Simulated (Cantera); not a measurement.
Cantera run:

```python
import numpy as np
import cantera as ct

gas_names = """
    CL CL2 H HCL H2 Si SiCL SiCL2 SiCL3 SiCL4 SiH SiHCL3 SiH2 SiH2CL2 SiH3 SiH3CL SiH4 Si2 Si3
""".split()
cond_names = """
    Si(cr) Si(L)
""".split()


# ... load() reads the species with a 1 bar reference pressure and builds the phases ...
atoms = {
    'SiH2Cl2': {'Si': 1, 'H': 2, 'CL': 2},
    'Cl2': {'CL': 2},
    'H2': {'H': 2},
}
top_T = {}  # K; cautious upper limits of use, not melting points


# ... equilibrate(T, P, feed) seeds the gas with the atoms and calls Mixture.equilibrate('TP', solver="vcs", rtol=1e-11, max_steps=5000) ...
results = []
T = 1050  # K
P = 100000  # Pa
for m in [46, 56, 69, 85, 100, 130, 160, 190, 230, 290]:
    feed = {'SiH2Cl2': 1, 'Cl2': 0.6, 'H2': m}  # mol
    mix = equilibrate(T, P, feed)
    results.append((T, P, feed, dict(zip(mix.species_names, mix.species_moles))))

top = {s: max(r[3][s] / sum(r[3][g] for g in gas_names) for r in results) for s in gas_names}
cols = sorted((s for s in top if top[s] > 0.0001), key=lambda s: -top[s])[:8]
seen = [c for c in cond_names if any(r[3].get(c, 0) > 1e-12 for r in results)]
print("log10 of partial pressures in bar; condensed amounts in mol")
print(f"{'n(H2)':>10s}" + "".join(f"{s[:9]:>10s}" for s in cols + seen))
for T, P, feed, n in results:
    ng = sum(n[g] for g in gas_names)
    print(f"{feed['H2']:10.4g}" + "".join(f"{np.log10(max(n[s] / ng * P / 1e5, 1e-99)):10.3f}" for s in cols)
          + "".join(f"{n.get(c, 0):10.4g}" for c in seen))
```

Output:

```
log10 of partial pressures in bar; condensed amounts in mol
     n(H2)        H2       HCL    SiHCL3     SiCL4   SiH2CL2     SiCL3     SiCL2    Si(cr)
        46    -0.012    -2.029    -2.090    -2.124    -3.000    -3.578    -3.775    0.1825
        56    -0.010    -2.055    -2.170    -2.231    -3.052    -3.659    -3.828    0.1952
        69    -0.009    -2.083    -2.257    -2.348    -3.109    -3.747    -3.887    0.2113
        85    -0.007    -2.113    -2.347    -2.469    -3.168    -3.837    -3.947    0.2304
       100    -0.006    -2.137    -2.419    -2.566    -3.216    -3.910    -3.996    0.2476
       130    -0.005    -2.177    -2.540    -2.728    -3.296    -4.032    -4.077    0.2801
       160    -0.005    -2.210    -2.641    -2.863    -3.362    -4.133    -4.144    0.3104
       190    -0.004    -2.239    -2.728    -2.979    -3.420    -4.220    -4.202    0.3386
       230    -0.004    -2.272    -2.829    -3.114    -3.487    -4.321    -4.270    0.3736
       290    -0.003    -2.315    -2.958    -3.287    -3.573    -4.450    -4.356    0.4209
```

Equilibrium computed with Cantera from the NASA thermochemical tables; the gas is ideal and each condensed phase is pure. The tables' values for SiCl3 are old estimates; treat these amounts as uncertain.
